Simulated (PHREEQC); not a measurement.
A solution holds 0.0046 mol/kgw HF, 0.02 mol/kgw (NH4)2SiF6 and 0.021 mol/kgw HCl, at 20 °C. Closed to the air; pH follows from the charge balance.

All values are PHREEQC results (ion-association model, phreeqc.dat), not measurements.

| quantity | before | after |
|---|---|---|
| pH | 1.76 | 1.74 |
| ionic strength (mol/kgw) | 0.0807 | 0.0329 |
| HF (mol/kgw) | 0.00553 | 0.00502 |
| F- (mol/kgw) | 0.000302 | 0.000240 |
| HF2- (mol/kgw) | 6.12e-6 | 4.42e-6 |

Question: What was changed between the two runs?
A. temperature from 20 to 60 °C
B. temperature from 20 to 50 °C
C. diluted 2-fold with water
D. (NH4)2SiF6 from 0.02 to 0.004 mol/kgw
E. HCl left out

Answer: D, (NH4)2SiF6 from 0.02 to 0.004 mol/kgw

No solid was allowed to form. Some of these states are supersaturated (in Quartz (slow to form), for instance). SiF6-2 is the database's only silicon fluoride.
